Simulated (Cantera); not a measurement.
A diamond (100) surface in a fixed gas of H2 with x(CH4) = 0.013, x(H) = 0.018, at 1400 K, 195 Torr; coverages are run to steady state.

Cantera simulation using the Harris–Goodwin 1993 mechanism for the reconstructed diamond (100) surface; the numbers are that mechanism's predictions, not measurements.

θ: site fractions in the mechanism's names (c6HH fully hydrogenated, c6H* and c6*H radical sites, c6** diradical, c6HM methylated).

```json
[
 {"x(CH3)": "1e-06", "growth (µm/h)": "0.147", "θ c6HH": "0.328", "θ c6H*": "0.0606", "θ c6*H": "0.546", "θ c6**": "0.0652", "θ c6HM": "1.70e-6"},
 {"x(CH3)": "2.3e-06", "growth (µm/h)": "0.338", "θ c6HH": "0.328", "θ c6H*": "0.0606", "θ c6*H": "0.546", "θ c6**": "0.0652", "θ c6HM": "3.91e-6"},
 {"x(CH3)": "5.1e-06", "growth (µm/h)": "0.749", "θ c6HH": "0.328", "θ c6H*": "0.0606", "θ c6*H": "0.546", "θ c6**": "0.0652", "θ c6HM": "8.66e-6"},
 {"x(CH3)": "1.2e-05", "growth (µm/h)": "1.76", "θ c6HH": "0.328", "θ c6H*": "0.0606", "θ c6*H": "0.546", "θ c6**": "0.0652", "θ c6HM": "2.04e-5"},
 {"x(CH3)": "2.6e-05", "growth (µm/h)": "3.82", "θ c6HH": "0.328", "θ c6H*": "0.0606", "θ c6*H": "0.546", "θ c6**": "0.0652", "θ c6HM": "4.42e-5"},
 {"x(CH3)": "5.9e-05", "growth (µm/h)": "(withheld)", "θ c6HH": "0.328", "θ c6H*": "0.0606", "θ c6*H": "0.546", "θ c6**": "0.0652", "θ c6HM": "(withheld)"},
 {"x(CH3)": "0.00013", "growth (µm/h)": "19.1", "θ c6HH": "0.328", "θ c6H*": "0.0606", "θ c6*H": "0.546", "θ c6**": "0.0651", "θ c6HM": "0.000221"},
 {"x(CH3)": "0.0003", "growth (µm/h)": "(withheld)", "θ c6HH": "0.328", "θ c6H*": "0.0606", "θ c6*H": "0.545", "θ c6**": "0.0649", "θ c6HM": "(withheld)"},
 {"x(CH3)": "0.00069", "growth (µm/h)": "100", "θ c6HH": "0.328", "θ c6H*": "0.0605", "θ c6*H": "0.544", "θ c6**": "0.0645", "θ c6HM": "0.00116"}
]
```

Problem. Fill in the missing entries.

Solution. 
- 5.9e-05, growth (µm/h): 8.66
- 5.9e-05, θ c6HM: 0.000100
- 0.0003, growth (µm/h): 43.9
- 0.0003, θ c6HM: 0.000508
